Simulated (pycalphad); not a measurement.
All values are pycalphad results on the COST 507 light-alloy database (1999) (1 atm), not direct measurements. These are 1990s assessments: newer ones move some temperatures and phases. Phase fractions are per mole of atoms.

Q: Give the equilibrium state of Al-0.23Si-0.64Mg (at.%) at 327 °C.

A: FCC_A1, fraction 0.993, with 0.01 Si, 0.20 Mg at.%; MG2SI, fraction 0.007, with 33.3 Si, 66.7 Mg at.%.

Database names, with the compositions (at.%) that they take in these runs: MG2SI: Mg 67 Si 33. FCC_A1 is fcc.
